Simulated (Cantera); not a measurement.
Charge: 1 mol Cu, a varied amount of F2, 2.2 mol H2, held at 10000 Pa.

These are equilibrium values from Cantera (NASA tables, ideal gas, pure condensed phases), not measurements of a reactor. Candidate condensed phases: Cu, CuF2; 15 gas species. Mutual solubility and eutectic melting of coexisting phases are not modelled. Equilibrium is a limit: real reactors are often held back by kinetics, nucleation or transport.

**Question.** What condenses at these points (T in K, n(F2) in mol): (1500, 1.3); (1275, 1.6); (1475, 4.6); (1375, 2.5); (1350, 2.5); (1300, 4.6); (1275, 2.5)?

**Answer.** 
```json
[
 {"T (K)": "1500", "n(F2) in mol": "1.3", "condensed phases": "Cu", "Cu condensed (%)": "100.0"},
 {"T (K)": "1275", "n(F2) in mol": "1.6", "condensed phases": "Cu", "Cu condensed (%)": "100.0"},
 {"T (K)": "1475", "n(F2) in mol": "4.6", "condensed phases": "gas only", "Cu condensed (%)": "0.0"},
 {"T (K)": "1375", "n(F2) in mol": "2.5", "condensed phases": "Cu", "Cu condensed (%)": "50.5"},
 {"T (K)": "1350", "n(F2) in mol": "2.5", "condensed phases": "Cu", "Cu condensed (%)": "52.3"},
 {"T (K)": "1300", "n(F2) in mol": "4.6", "condensed phases": "CuF2", "Cu condensed (%)": "64.1"},
 {"T (K)": "1275", "n(F2) in mol": "2.5", "condensed phases": "Cu + CuF2", "Cu condensed (%)": "61.6"}
]
```
